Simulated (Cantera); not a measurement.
Thermodynamics of silicon nitride deposition, feed SiF₄ + NH₃ + N₂

A closed system holds: 1 mol SiF₄, 0.21 mol NH₃, 76 mol N₂, equilibrated at 23000 Pa.

Cantera equilibrium calculation (NASA polynomials, part measured and part estimated; ideal gas, pure solids and liquids). Candidate condensed phases: Si, Si₃N₄; 37 gas species. The tables' values for SiF₃, SiF₂ are old estimates; treat these amounts as uncertain. Equilibrium is a limit: real reactors are often held back by kinetics, nucleation or transport.

```tsv
T (K)	x N₂	x SiF₄	x H₂	x HF	x SiF₃	n Si₃N₄(s)
950	0.983	0.0129	0.00406	2.12e-5	2.19e-7	0.000121
1025	0.983	0.0129	0.00405	3.94e-5	1.23e-6	0.000219
1100	0.983	0.0129	0.00403	6.73e-5	5.42e-6	0.000352
1175	0.983	0.0129	0.00401	0.000107	1.97e-5	0.000486
1250	0.983	0.0128	0.00398	0.000160	6.12e-5	0.000520
1325	0.983	0.0127	0.00394	0.000229	0.000166	0.000215
1400	0.983	0.0125	0.00387	0.000376	0.000334	0
1475	0.983	0.0123	0.00374	0.000632	0.000571	0
1550	0.983	0.0119	0.00355	0.00101	0.000906	0
1625	0.982	0.0115	0.00329	0.00152	0.00135	0
```
x: gas mole fraction; n: condensed amount in mol.

From 950 K to 1325 K the condensed part is Si₃N₄(s). From 1400 K to 1625 K nothing is condensed. The main Si-bearing gas is SiF₄ throughout.
